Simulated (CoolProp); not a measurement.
R13 at 298.15 K and 19.4 MPa flows at 2.4 m/s in a round tube of 2 mm bore and 1.5 µm roughness, fully developed (64/Re and Nu = 3.66 if laminar; Colebrook and Gnielinski if turbulent). Each further row changes one setting.

The numbers come from the reference Helmholtz-energy equation of state, Platzer 1990 in CoolProp. This equation is an older, rougher fit; its heat capacities, sound speeds and derivatives of the liquid may be far off and weren't checked against measurements.

```json
[
 {"case": "as stated", "Reynolds number": "47700", "Darcy friction factor": "?", "pressure drop (Pa/m)": "?", "heat-transfer coefficient (W/(m² K))": "?", "mass flow (kg/h)": "?"},
 {"case": "velocity 4.8 m/s", "Reynolds number": "95300", "Darcy friction factor": "0.0214", "pressure drop (Pa/m)": "?", "heat-transfer coefficient (W/(m² K))": "10900", "mass flow (kg/h)": "?"},
 {"case": "diameter 4 mm", "Reynolds number": "95300", "Darcy friction factor": "0.0199", "pressure drop (Pa/m)": "?", "heat-transfer coefficient (W/(m² K))": "5120", "mass flow (kg/h)": "?"}
]
```

Q: Complete the blanks.

A: 
- as stated, Darcy friction factor: 0.0235
- as stated, pressure drop (Pa/m): 40700
- as stated, heat-transfer coefficient (W/(m² K)): 5830
- as stated, mass flow (kg/h): 32.7
- velocity 4.8 m/s, pressure drop (Pa/m): 149000
- velocity 4.8 m/s, mass flow (kg/h): 65.4
- diameter 4 mm, pressure drop (Pa/m): 17300
- diameter 4 mm, mass flow (kg/h): 131

Viscosity comes from a separate model (Huber 2003), an estimate that may be off by 10 % or more. Thermal conductivity comes from a separate model (Huber 2003), an estimate that may be off by 10 % or more.
